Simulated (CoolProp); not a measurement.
Propane along the isobar 20.1 MPa: density (kg/m³) from the reference equation and from simpler models built on Tc = 96.7 °C, pc = 4.251 MPa, ω = 0.152; each cubic takes its own stable root.

Computed with CoolProp (reference Helmholtz-energy equation of state, Lemmon 2009).

| T (°C) | phase | reference |
|---|---|---|
| 71.15 | liquid | 481.4 |
| 94.05 | liquid | 453.8 |
| 117.05 | supercritical | 424.7 |
| 140.05 | supercritical | 394.2 |
| 163.05 | supercritical | 362.9 |
| 186.05 | supercritical | 331.7 |
| 208.95 | supercritical | 302.2 |
| 231.95 | supercritical | 275.3 |
| 254.95 | supercritical | 251.8 |
| 277.95 | supercritical | 231.6 |
| 300.85 | supercritical | 214.5 |
| 323.85 | supercritical | 199.9 |
| 346.85 | supercritical | 187.4 |

Question: How far does each simpler model (van der Waals, Redlich-Kwong, Soave-Redlich-Kwong, Peng-Robinson) lie from the reference over these 13 states: mean and median of the absolute difference, and the worst?

Answer: 
- van der Waals: mean 12.6 %, median 10.2 %, worst -27.9 % at 71.15 °C and 20.1 MPa
- Redlich-Kwong: mean 3.2 %, median 3.1 %, worst -5.4 % at 94.05 °C and 20.1 MPa
- Soave-Redlich-Kwong: mean 6.3 %, median 6.4 %, worst -7.4 % at 186.05 °C and 20.1 MPa
- Peng-Robinson: mean 1.7 %, median 0.3 %, worst +6.5 % at 71.15 °C and 20.1 MPa
